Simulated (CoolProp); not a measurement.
A closed Brayton cycle with carbon dioxide: compressor inlet 315.15 K and 9.3 MPa, high pressure 25.8 MPa, turbine inlet 920 K, compressor efficiency 0.85, turbine efficiency 0.93, recuperator effectiveness 0.95 (on enthalpy, no pinch check). Each further row changes one setting.

Computed with CoolProp (reference Helmholtz-energy equation of state, Span 1996).

```json
[
 {"case": "as stated", "thermal efficiency (%)": "___", "net work (kJ/kg)": "122", "compressor to turbine work": "0.22", "compressor exit (K)": "364.9", "turbine exit (K)": "785.0"},
 {"case": "turbine inlet 870 K", "thermal efficiency (%)": "40.0", "net work (kJ/kg)": "113", "compressor to turbine work": "0.23", "compressor exit (K)": "364.9", "turbine exit (K)": "739.7"},
 {"case": "compressor inlet 325.15 K", "thermal efficiency (%)": "___", "net work (kJ/kg)": "___", "compressor to turbine work": "___", "compressor exit (K)": "402.0", "turbine exit (K)": "785.0"},
 {"case": "high pressure 21.9 MPa", "thermal efficiency (%)": "___", "net work (kJ/kg)": "___", "compressor to turbine work": "0.20", "compressor exit (K)": "356.5", "turbine exit (K)": "___"},
 {"case": "recuperator effectiveness 0.5", "thermal efficiency (%)": "___", "net work (kJ/kg)": "122", "compressor to turbine work": "0.22", "compressor exit (K)": "364.9", "turbine exit (K)": "785.0"}
]
```

Q: Fill in the missing entries.

A: 
- as stated, thermal efficiency (%): 41.5
- compressor inlet 325.15 K, thermal efficiency (%): 40.7
- compressor inlet 325.15 K, net work (kJ/kg): 108
- compressor inlet 325.15 K, compressor to turbine work: 0.31
- high pressure 21.9 MPa, thermal efficiency (%): 39.7
- high pressure 21.9 MPa, net work (kJ/kg): 106
- high pressure 21.9 MPa, turbine exit (K): 806.0
- recuperator effectiveness 0.5, thermal efficiency (%): 23.5
